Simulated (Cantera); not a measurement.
Input (Python, Cantera):

```python
import numpy as np
import cantera as ct

gas = ct.Solution("gri30.yaml")
gas.TPX = 1325, 5700, {'N2O': 1, 'N2': 17}
reactor = ct.IdealGasConstPressureReactor(gas, energy="off", clone=False)
net = ct.ReactorNet([reactor])
net.rtol, net.atol = 1e-08, 1e-18
show = ['N2O', 'O', 'NO', 'N2', 'NO2']
times = np.geomspace(6e-06, 200, 12)

steps = ct.SolutionArray(gas, extra=["t"])
rows = []
print(f"{'t/s':>10s}{'T/K':>9s}{'P/Pa':>11s}" + "".join(f"{s:>11s}" for s in show))
for t in times:
    while net.time < t:
        t_next = net.step()
        steps.append(gas.state, t=t_next)
    rows.append([np.interp(t, steps.t, y) for y in (steps.T, steps.P, *steps(*show).X.T)])
    print(f"{t:10.3e}{rows[-1][0]:9.1f}{rows[-1][1]:11.4g}" + "".join(f"{x:11.3e}" for x in rows[-1][2:]))
rate = np.gradient(steps.T, steps.t)
print("integrator steps:", len(steps.t))
if steps.T.max() > steps.T[0] + 200:
    print(f"time of steepest temperature rise: {steps.t[rate.argmax()]:.4e} s")
gas.TPX = 1325, 5700, {'N2O': 1, 'N2': 17}
gas.equilibrate("TP")
print(f"equilibrium (TP): T = {gas.T:.1f} K  " + "  ".join(f"{s} {gas[s].X[0]:.3e}" for s in show))
```

Output:

```
       t/s      T/K       P/Pa        N2O          O         NO         N2        NO2
 6.000e-06   1325.0       5700  5.556e-02  4.968e-08  3.793e-11  9.444e-01  3.303e-21
 2.898e-05   1325.0       5700  5.556e-02  2.378e-07  8.787e-10  9.444e-01  1.739e-18
 1.399e-04   1325.0       5700  5.555e-02  1.100e-06  1.986e-08  9.444e-01  8.761e-16
 6.758e-04   1325.0       5700  5.555e-02  4.346e-06  4.049e-07  9.444e-01  3.634e-13
 3.264e-03   1325.0       5700  5.551e-02  9.708e-06  5.570e-06  9.445e-01  6.779e-11
 1.576e-02   1325.0       5700  5.530e-02  1.051e-05  3.848e-05  9.446e-01  2.952e-09
 7.613e-02   1325.0       5700  5.428e-02  1.050e-05  1.968e-04  9.450e-01  5.252e-08
 3.677e-01   1325.0       5700  4.965e-02  1.048e-05  9.192e-04  9.470e-01  4.116e-07
 1.776e+00   1325.0       5700  3.239e-02  1.033e-05  3.598e-03  9.545e-01  1.794e-06
 8.575e+00   1325.0       5700  4.598e-03  8.320e-06  7.786e-03  9.667e-01  4.012e-06
 4.141e+01   1325.0       5700  1.151e-05  2.549e-07  8.289e-03  9.688e-01  5.850e-06
 2.000e+02   1325.0       5700  2.134e-08  1.759e-07  8.288e-03  9.688e-01  6.386e-06
integrator steps: 1204
equilibrium (TP): T = 1325.0 K  N2O 3.229e-09  O 1.906e-07  NO 1.858e-04  N2 9.729e-01  NO2 1.554e-07
```

Detailed kinetics in Cantera: GRI-Mech 3.0 (53 species, 325 reactions). GRI-Mech 3.0 was tuned for natural gas; its chemistry of N2O as a main component is partial and can be far from experiment. The mechanism lacks 2 NO + O2 → 2 NO2 and HONO, so NO2 and the effect of NO are under-described below about 1400 K.
